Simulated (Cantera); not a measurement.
Charge: 1 mol Si₂Cl₆, 0.077 mol Cl₂, 360 mol H₂, at 0.0600 bar.

Method: chemical equilibrium by Gibbs-energy minimisation in Cantera with the NASA 1993 tables (ideal gas, pure condensed phases). Candidate condensed phases: Si; 19 gas species. The feed counts by its element totals alone. The tables' values for SiCl₃, SiCl are old estimates; treat these amounts as uncertain. Gases not in the tables: Si₂H₆ and higher silanes. Kinetics and transport are ignored.

log p: log10 of the partial pressure in bar; n: condensed amount in mol.

```json
[
 {"T (°C)": "700", "log p H₂": "-1.23", "log p HCl": "-3.39", "log p SiCl₄": "-4.05", "log p SiHCl₃": "-4.13", "log p H": "-9.58", "log p SiCl₂": "-5.36", "log p SiH₂Cl₂": "-5.19", "n Si(s)": "0.919", "n Si(l)": "0"},
 {"T (°C)": "800", "log p H₂": "-1.23", "log p HCl": "-3.15", "log p SiCl₄": "-4.46", "log p SiHCl₃": "-4.45", "log p H": "-8.47", "log p SiCl₂": "-4.78", "log p SiH₂Cl₂": "-5.38", "n Si(s)": "1.41", "n Si(l)": "0"},
 {"T (°C)": "900", "log p H₂": "-1.23", "log p HCl": "-3.05", "log p SiCl₄": "-5.24", "log p SiHCl₃": "-5.05", "log p H": "-7.54", "log p SiCl₂": "-4.52", "log p SiH₂Cl₂": "-5.75", "n Si(s)": "1.69", "n Si(l)": "0"},
 {"T (°C)": "1000", "log p H₂": "-1.23", "log p HCl": "-3.03", "log p SiCl₄": "[?]", "log p SiHCl₃": "[?]", "log p H": "[?]", "log p SiCl₂": "-4.43", "log p SiH₂Cl₂": "[?]", "n Si(s)": "1.74", "n Si(l)": "0"},
 {"T (°C)": "1100", "log p H₂": "-1.23", "log p HCl": "-3.03", "log p SiCl₄": "-6.98", "log p SiHCl₃": "-6.37", "log p H": "-6.09", "log p SiCl₂": "-4.38", "log p SiH₂Cl₂": "-6.60", "n Si(s)": "1.74", "n Si(l)": "0"},
 {"T (°C)": "1200", "log p H₂": "-1.23", "log p HCl": "-3.03", "log p SiCl₄": "[?]", "log p SiHCl₃": "[?]", "log p H": "[?]", "log p SiCl₂": "-4.34", "log p SiH₂Cl₂": "[?]", "n Si(s)": "1.72", "n Si(l)": "0"},
 {"T (°C)": "1300", "log p H₂": "-1.23", "log p HCl": "-3.04", "log p SiCl₄": "-8.34", "log p SiHCl₃": "-7.41", "log p H": "-5.01", "log p SiCl₂": "-4.31", "log p SiH₂Cl₂": "-7.26", "n Si(s)": "1.70", "n Si(l)": "0"},
 {"T (°C)": "1400", "log p H₂": "-1.23", "log p HCl": "-3.04", "log p SiCl₄": "-8.89", "log p SiHCl₃": "-7.83", "log p H": "-4.56", "log p SiCl₂": "-4.29", "log p SiH₂Cl₂": "-7.53", "n Si(s)": "1.68", "n Si(l)": "0"},
 {"T (°C)": "1500", "log p H₂": "-1.23", "log p HCl": "-3.04", "log p SiCl₄": "-9.43", "log p SiHCl₃": "-8.26", "log p H": "-4.16", "log p SiCl₂": "-4.33", "log p SiH₂Cl₂": "-7.83", "n Si(s)": "0", "n Si(l)": "1.69"}
]
```

Fill in the missing entries.


- 1200, log p SiCl₄: -7.70
- 1200, log p SiHCl₃: -6.92
- 1200, log p H: -5.51
- 1200, log p SiH₂Cl₂: -6.95
- 1000, log p SiCl₄: -6.15
- 1000, log p SiHCl₃: -5.74
- 1000, log p H: -6.76
- 1000, log p SiH₂Cl₂: -6.19
